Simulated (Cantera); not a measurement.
A freely propagating, adiabatic, planar premixed flame of 8.05 % CH₄, 18.7 % O₂, 70.3 % N₂, 2.90 % CO₂, equivalence ratio 0.86, unburnt at 400 K and 780000 Pa; mixture-averaged transport, grid criteria slope 0.08 and curve 0.16, no radiation.

Computed with Cantera and GRI-Mech 3.0 (53 species, 325 reactions). Burning velocities carry a grid error of a few per cent, more on coarse grids.

Task: Predict: laminar burning velocity; thermal thickness; peak x(C₂H); peak x(C₂H₆).

Result: 
```json
{
  "laminar_burning_velocity": "16.8 cm/s",
  "thermal_thickness": "0.137 mm",
  "peak x(C₂H)": "6.41e-8",
  "peak x(C₂H₆)": "0.000473"
}
```
